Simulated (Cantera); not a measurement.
An isothermal, constant-pressure homogeneous reactor starts with 0.990 % C3H8, 99.0 % H2, at 1075 K and 1.00 atm.

Model: GRI-Mech 3.0 (53 species, 325 reactions), integrated in Cantera. GRI-Mech 3.0 was tuned for natural gas; its chemistry of propane as a main component is partial and can be far from experiment. GRI-Mech 3.0 stops at C3 and has no aromatics, soot or wall deposition, so with more carbon than oxygen in the feed, carbon stays in small species such as C2H2 where larger ones or solid carbon would form.

Predict: x(C3H8) at 2.00 s; x(H2) at 2.00 s; x(C2H2) at 2.00 s; x(CH4) at 2.00 s.


```json
{
 "x(C3H8) at 2.00 s": "3.61e-7 (gas-phase equilibrium 1.01e-11)",
 "x(H2) at 2.00 s": "0.979 (gas-phase equilibrium 0.970)",
 "x(C2H2) at 2.00 s": "4.60e-5 (gas-phase equilibrium 3.57e-9)",
 "x(CH4) at 2.00 s": "0.0122 (gas-phase equilibrium 0.0297)"
}
```
